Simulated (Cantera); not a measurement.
A perfectly stirred reactor is fed with H₂ : O₂ : H₂O = 0.039 : 1 : 0.03 (molar parts), equivalence ratio 0.019, at 0.00140 bar; it is held at 1150 K, and followed from long to short residence time.

Detailed kinetics in Cantera: GRI-Mech 3.0 (53 species, 325 reactions). Radical loss at walls, strong at low pressure, is not modelled. The temperature is held fixed by assumption; the heat of reaction is taken as removed at once.

Predict: x(H₂) at τ = 1.00 s; x(O₂) at τ = 1.00 s; x(H₂O₂) at τ = 1.00 s; x(HO₂) at τ = 1.00 s; x(OH) at τ = 1.00 s; x(H₂) at τ = 55.0 ms; x(O₂) at τ = 55.0 ms; x(H₂O₂) at τ = 55.0 ms; x(HO₂) at τ = 55.0 ms; x(OH) at τ = 55.0 ms.


| Item | Result |
|---|---|
| x(H₂) at τ = 1.00 s | 0.000823 |
| x(O₂) at τ = 1.00 s | 0.914 |
| x(H₂O₂) at τ = 1.00 s | 1.33e-8 |
| x(HO₂) at τ = 1.00 s | 4.53e-7 |
| x(OH) at τ = 1.00 s | 0.00256 |
| x(H₂) at τ = 55.0 ms | 0.00355 |
| x(O₂) at τ = 55.0 ms | 0.910 |
| x(H₂O₂) at τ = 55.0 ms | 1.95e-8 |
| x(HO₂) at τ = 55.0 ms | 5.12e-7 |
| x(OH) at τ = 55.0 ms | 0.00360 |
